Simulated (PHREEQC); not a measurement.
Consider water at 20 °C with 0.4 mol/kgw NH3, 0.0011 mol/kgw Na2SiO3 and 0.00032 mol/kgw (CH3)4NCl. Closed to the air; pH follows from the charge balance.

The numbers come from PHREEQC with the ion-association model, wateq4f.dat.

```csv
quantity,before,after
pH,11.67,11.98
ionic strength (mol/kgw),0.00486,0.00839
H2SiO4-2 (mol/kgw),2.96e-5,6.24e-5
H4SiO4 (mol/kgw),1.70e-5,7.99e-6
SI of Quartz (SiO2),-0.71,-1.01
```

Task: Name the change that produced these shifts.
A. NH3 from 0.4 to 2 mol/kgw
B. (CH3)4NCl from 0.00032 to 0.000352 mol/kgw
C. (CH3)4NCl from 0.00032 to 0.0016 mol/kgw

Result: A, NH3 from 0.4 to 2 mol/kgw

Precipitation was switched off in this run. (CH3)4N+ isn't in the database: it is added as a free cation with an ion size of 4 Å.
